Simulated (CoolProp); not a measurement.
Model: reference Helmholtz-energy equation of state, Gao 2016, in CoolProp.

Task: Give the vapour pressure (bar), vapour density (kg/m³), enthalpy of vaporisation (kJ/kg), liquid cp (kJ/(kg K)) of saturated sulfur dioxide at -39.45 °C.

Result: 
```
T (°C)  p (bar)  vapour density (kg/m³)  enthalpy of vaporisation (kJ/kg)  liquid cp (kJ/(kg K))
------  -------  ----------------------  --------------------------------  ---------------------
-39.45    0.223                   0.743                               415                   1.36
```
